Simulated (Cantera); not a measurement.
# Equilibrium for chemical vapour transport: Fe + HCl + O2

A closed system holds: 1 mol Fe, 0.11 mol HCl, 0.072 mol O2, equilibrated at 1075 K.

Method: chemical equilibrium by Gibbs-energy minimisation in Cantera with the NASA 1993 tables (ideal gas, pure condensed phases). Candidate condensed phases: Fe, FeCl2, FeCl3, FeO, Fe(OH)2, Fe(OH)3, Fe2O3, Fe3O4, H2O; 22 gas species. Mutual solubility and eutectic melting of coexisting phases are not modelled. The tables' stoichiometric FeO is somewhat more stable than real wüstite, so its field is too wide. FeO: taken at fixed stoichiometry. Equilibrium is a limit: real reactors are often held back by kinetics, nucleation or transport.

```
P (Pa)    x H2  x HCl  x FeCl2   x H2O  x Fe2Cl4  n Fe(α)  n FeO(s)  n FeCl2(l)
-------  -----  -----  -------  ------  --------  -------  --------  ----------
1000     0.216  0.478    0.258  0.0462   0.00229    0.832     0.139           0
2200     0.218  0.476    0.254  0.0465   0.00490    0.832     0.139           0
4600     0.221  0.474    0.248  0.0472   0.00977    0.832     0.139           0
10000    0.227  0.469    0.237  0.0485    0.0193    0.832     0.139           0
22000    0.238  0.459    0.217  0.0507    0.0356    0.831     0.139           0
46000    0.323  0.434    0.142  0.0690    0.0320    0.827     0.138      0.0168
100000   0.467  0.353   0.0654  0.0997    0.0147    0.821     0.137      0.0349
220000   0.576  0.265   0.0297   0.123   0.00668    0.818     0.136      0.0434
460000   0.650  0.194   0.0142   0.139   0.00320    0.816     0.135      0.0477
1000000  0.704  0.137  0.00654   0.150   0.00147    0.814     0.135      0.0503
```
x: gas mole fraction; n: condensed amount in mol.

From 10.0 mbar to 0.220 bar the condensed part is Fe(α) + FeO(s). From 0.460 bar to 10.0 bar the condensed part is Fe(α) + FeCl2(l) + FeO(s). The main Fe-bearing gas is FeCl2 throughout.
